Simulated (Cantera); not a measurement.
Cantera run:

```python
import numpy as np
import cantera as ct

gas_names = [...]  # 151 gases of nasa_gas.yaml made of C, H, N, O, Si
cond_names = """
    C(gr) C6H6(L) C7H8(L) C8H18(L),n-octa H2O(s) H2O(L) Si(cr) Si(L) SiC(b) SiO2(Lqz) SiO2(hqz) SiO2(L)
    Si2N2O(s) Si3N4(a)
""".split()


# ... load() reads the species with a 1 bar reference pressure and builds the phases ...
atoms = {
    'SiC': {'Si': 1, 'C': 1},
    'O2': {'O': 2},
    'H2': {'H': 2},
    'N2O': {'N': 2, 'O': 1},
}
top_T = {'C(gr)': 4500, 'SiC(b)': 3050, 'Si2N2O(s)': 2100, 'Si3N4(a)': 2400}  # K; cautious upper limits of use, not melting points


# ... equilibrate(T, P, feed) seeds the gas with the atoms and calls Mixture.equilibrate('TP', solver="vcs", rtol=1e-11, max_steps=5000) ...
results = []
feed = {'SiC': 1, 'O2': 2.8, 'H2': 2.2, 'N2O': 0.55}  # mol
T = 1323.15  # K
P = 24  # Pa
mix = equilibrate(T, P, feed)
results.append((T, P, feed, dict(zip(mix.species_names, mix.species_moles))))
x = sorted(zip(gas.X, gas.species_names), reverse=True)
print(f"T = {T:g} K  P = {P:g} Pa  gas = {mix.phase_moles(0):.4g} mol")
print("   x: " + "  ".join(f"{s} {v:.3e}" for v, s in x if v > 0.0001))
print("   condensed (mol): " + ("  ".join(f"{mix.phase(i).name} {mix.phase_moles(i):.4g}"
      for i in range(1, mix.n_phases) if mix.phase_moles(i) > 1e-12) or "none"))
```

It prints:

```
T = 1323.15 K  P = 24 Pa  gas = 3.75 mol
   x: H2O 5.794e-01  CO2 2.606e-01  N2 1.467e-01  H2 7.268e-03  CO 6.067e-03
   condensed (mol): SiO2(hqz) 1
```

These are equilibrium values from Cantera (NASA tables, ideal gas, pure condensed phases), not measurements of a reactor. The tables hold silica as quartz up to 1696 K and as liquid above; real silica turns to tridymite and cristobalite and melts near 1996 K.
